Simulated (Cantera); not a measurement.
A closed system holds: 1 mol Fe(CO)₅, 2.3 mol CO, 35 mol N₂, at 450 °C and 34.0 Pa.

Method: chemical equilibrium by Gibbs-energy minimisation in Cantera with the NASA 1993 tables (ideal gas, pure condensed phases). Candidate condensed phases: C, Fe, Fe(CO)₅, FeO, Fe₂O₃, Fe₃O₄; 27 gas species. Condensed phases not in the tables: cementite and carbon dissolved in iron. Equilibrium is a limit: real reactors are often held back by kinetics, nucleation or transport.

Base state: N₂ 0.837, CO 0.151, CO₂ 0.0120 (mole fractions); condensed: C(graphite) + Fe(α).

Problem. What changes in the equilibrium state with this change: Fe(CO)₅ replaced by PbO?

Solution. 
```json
[
 {"species": "N₂", "before": "0.837", "after": "0.938"},
 {"species": "CO", "before": "0.151", "after": "0.0349"},
 {"species": "CO₂", "before": "0.0120", "after": "0.0268"},
 {"species": "C(graphite), mol", "before": "0.502", "after": "0"},
 {"species": "Fe(α), mol", "before": "1.00", "after": "0"},
 {"species": "Pb(l), mol", "before": "0", "after": "1.000"}
]
```
Further candidate phases: Pb, PbO, PbO₂, Pb₃O₄.
